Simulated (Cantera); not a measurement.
BN + H2O + H2 (nitride etching)

Input: 1 mol BN, 4.2 mol H2O, 2.3 mol H2, held at 13.3 mbar.

Method: chemical equilibrium by Gibbs-energy minimisation in Cantera with the NASA 1993 tables (ideal gas, pure condensed phases). Candidate condensed phases: B, BN, B2O3, B3O3H3, H2O; 39 gas species. Gases not in the tables: H3BO3. Rates play no part.

| T (K) | x H2 | x H2O | x HBO2 | x N2 | x B2O3 | x (HBO2)3 | x H | x HBO | n B2O3(l) |
|---|---|---|---|---|---|---|---|---|---|
| 1048 | 0.543 | 0.385 | 0.000367 | 0.0714 | 2.24e-9 | 0.000608 | 4.93e-8 | 4.99e-9 | 0.492 |
| 1098 | 0.543 | 0.384 | 0.000905 | 0.0714 | 1.77e-8 | 0.000485 | 1.58e-7 | 2.27e-8 | 0.492 |
| 1148 | 0.542 | 0.384 | 0.00205 | 0.0714 | 1.16e-7 | 0.000392 | 4.57e-7 | 9.02e-8 | 0.489 |
| 1198 | 0.542 | 0.382 | 0.00433 | 0.0713 | 6.46e-7 | 0.000321 | 1.21e-6 | 3.18e-7 | 0.481 |
| 1248 | 0.541 | 0.379 | 0.00855 | 0.0711 | 3.11e-6 | 0.000265 | 2.97e-6 | 1.01e-6 | 0.467 |
| 1298 | 0.539 | 0.374 | 0.0159 | 0.0709 | 1.32e-5 | 0.000219 | 6.81e-6 | 2.93e-6 | 0.441 |
| 1348 | 0.535 | 0.366 | 0.0281 | 0.0704 | 5.01e-5 | 0.000181 | 1.47e-5 | 7.84e-6 | 0.398 |
| 1398 | 0.530 | 0.353 | 0.0471 | 0.0697 | 0.000172 | 0.000148 | 2.98e-5 | 1.96e-5 | 0.328 |
| 1448 | 0.522 | 0.333 | 0.0752 | 0.0687 | 0.000539 | 0.000118 | 5.77e-5 | 4.60e-5 | 0.221 |
| 1498 | 0.511 | 0.306 | 0.114 | 0.0672 | 0.00156 | 9.10e-5 | 0.000106 | 0.000103 | 0.0627 |
x: gas mole fraction; n: condensed amount in mol.

From 1048 K to 1498 K the condensed part is B2O3(l). The share of B in condensed phases is highest at 1048 K (98.5 %) and lowest at 1498 K (12.5 %).
